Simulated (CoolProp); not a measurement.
Properties of cis-2-butene along the isotherm 525 K (Tc = 435.8 K, pc = 4.236 MPa, ω = 0.202).

Computed with CoolProp (reference Helmholtz-energy equation of state, Lemmon 2005). It is a short technical equation, of lower accuracy than the large ones.

| p (MPa) | phase | density (kg/m³) | cp (kJ/(kg K)) | cv (kJ/(kg K)) | fugacity coefficient |
|---|---|---|---|---|---|
| 0.662 | gas | 8.769 | 2.322 | 2.151 | 0.9709 |
| 1.32 | gas | 18.05 | 2.358 | 2.160 | 0.9426 |
| 1.99 | gas | 28.15 | 2.402 | 2.169 | 0.9142 |
| 2.65 | gas | 38.83 | 2.452 | 2.179 | 0.8868 |
| 3.31 | gas | 50.35 | 2.511 | 2.190 | 0.8600 |
| 3.97 | gas | 62.82 | 2.581 | 2.201 | 0.8337 |
| 4.63 | supercritical | 76.35 | 2.663 | 2.212 | 0.8080 |
| 5.3 | supercritical | 91.31 | 2.760 | 2.223 | 0.7825 |
| 5.96 | supercritical | 107.3 | 2.871 | 2.234 | 0.7581 |
| 6.62 | supercritical | 124.7 | 2.994 | 2.245 | 0.7345 |
| 7.28 | supercritical | 143.3 | 3.126 | 2.255 | 0.7116 |
| 7.94 | supercritical | 163.0 | 3.259 | 2.263 | 0.6897 |
| 8.6 | supercritical | 183.3 | 3.379 | 2.269 | 0.6688 |
| 9.27 | supercritical | 204.1 | 3.470 | 2.273 | 0.6487 |
| 9.93 | supercritical | 223.8 | 3.521 | 2.274 | 0.6301 |
| 10.6 | supercritical | 242.7 | 3.532 | 2.274 | 0.6125 |
